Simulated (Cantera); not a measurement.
An isothermal plug-flow reactor at 600 K and 0.440 bar (inlet), inlet velocity 0.79 m/s, active area per volume 740 1/m; feed H₂ : O₂ : N₂ : H₂O = 0.0081 : 0.017 : 0.79 : 0.0055 (molar parts).

Cantera simulation using Deutschmann's 1995 Pt surface mechanism with GRI-Mech 3.0 gas chemistry; the numbers are that mechanism's predictions, not measurements. Catalytic surfaces can have several steady states; this one follows from the mechanism file's or the stated starting coverage. Mass transfer to the wall is taken as infinitely fast.

Problem. What does this change do: area per volume 740 to 460 1/m?

Solution. 
```json
[
 {"quantity": "x(H₂) at z = 0.014 m", "before": "1.77e-5", "after": "3.46e-5"},
 {"quantity": "x(O₂) at z = 0.014 m", "before": "0.0159", "after": "0.0159"},
 {"quantity": "x(H₂O) at z = 0.014 m", "before": "0.0166", "after": "0.0166"},
 {"quantity": "θ(free Pt) at the exit", "before": "0.00406", "after": "0.00526"},
 {"quantity": "θ(O*) at the exit", "before": "0.994", "after": "0.992"},
 {"quantity": "θ(OH*) at the exit", "before": "0.00234", "after": "0.00266"}
]
```
